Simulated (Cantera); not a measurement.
A closed system holds: 1 mol CCl4, 0.35 mol F2, at 1150 K and 0.0180 Torr.

Cantera equilibrium calculation (NASA polynomials, part measured and part estimated; ideal gas, pure solids and liquids). Candidate condensed phases: C; 27 gas species. Gases not in the tables: C2F6 and larger saturated fluorocarbons. The numbers say what is thermodynamically allowed, not how fast it happens.

Base state: Cl2 0.529, Cl 0.407, CF4 0.0633, CClF3 0.00104, CCl2F2 1.85e-5 (mole fractions); condensed: C(graphite).

Q: What changes in the equilibrium state with this change: pressure from 0.0180 Torr to 100 Torr?

A: 
```
species            before     after
----------------  -------  --------
Cl2                 0.529     0.907
CF4                0.0633    0.0697
CClF3             0.00104    0.0127
Cl                  0.407   0.00715
CCl4              1.14e-8  0.000186
CCl3F             2.93e-7  0.000434
C(graphite), mol    0.824     0.814
```
Gases not in the tables: C2F6 and larger saturated fluorocarbons, chlorinated aromatics.

Q: What changes in the equilibrium state with this change: 0.01 mol CH4 added?

A: 
| species | before | after |
|---|---|---|
| Cl2 | 0.529 | 0.521 |
| Cl | 0.407 | 0.404 |
| CF4 | 0.0633 | 0.0600 |
| HF | 0 | 0.0106 |
| HCl | 0 | 0.00392 |
| CClF3 | 0.00104 | 0.000993 |
| CCl2F2 | 1.85e-5 | 1.78e-5 |
| C(graphite), mol | 0.824 | 0.842 |
Further candidate phases: C6H6, C7H8, C8H18.

Q: What changes in the equilibrium state with this change: CCl4 replaced by CH3Cl?

A: 
```
species            before    after
----------------  -------  -------
HCl                     0    0.426
HF                      0    0.298
H2                      0    0.277
Cl2                 0.529    <1e-9
Cl                  0.407  1.09e-5
CF4                0.0633    <1e-9
CClF3             0.00104    <1e-9
CCl2F2            1.85e-5    <1e-9
C(graphite), mol    0.824     1.00
```
Further candidate phases: C6H6, C7H8, C8H18.
